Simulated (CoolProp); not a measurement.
A simple Rankine cycle with water: condensing at 330.15 K, boiler at 0.218 MPa, turbine inlet 401.1 K, turbine efficiency 0.75, pump efficiency 0.6, no recuperator. Each further row changes one setting.

Values from CoolProp's reference Helmholtz-energy equation of state, Wagner 2002.

| case | thermal efficiency (%) | net work (kJ/kg) | heat in (kJ/kg) | turbine exit temperature (K) | volume ratio over the turbine |
|---|---|---|---|---|---|
| as stated | 11.8 | 294 | 2480 | 330.1 | 9.77 |
| turbine inlet 421.1 K | 11.9 | 300 | 2520 | 330.1 | 9.41 |
| condensing temperature 322.15 K | … | 332 | 2520 | 322.2 | 13.9 |
| boiler pressure 0.153 MPa | 10.2 | 255 | … | 330.1 | 6.94 |
| turbine efficiency 0.65 | … | 254 | 2480 | 330.1 | … |

Problem. Some entries are withheld; supply them.

Solution. 
- condensing temperature 322.15 K, thermal efficiency (%): 13.2
- boiler pressure 0.153 MPa, heat in (kJ/kg): 2490
- turbine efficiency 0.65, thermal efficiency (%): 10.3
- turbine efficiency 0.65, volume ratio over the turbine: 9.94

The expansion ends wet for: as stated; turbine inlet 421.1 K; condensing temperature 322.15 K; boiler pressure 0.153 MPa; turbine efficiency 0.65.
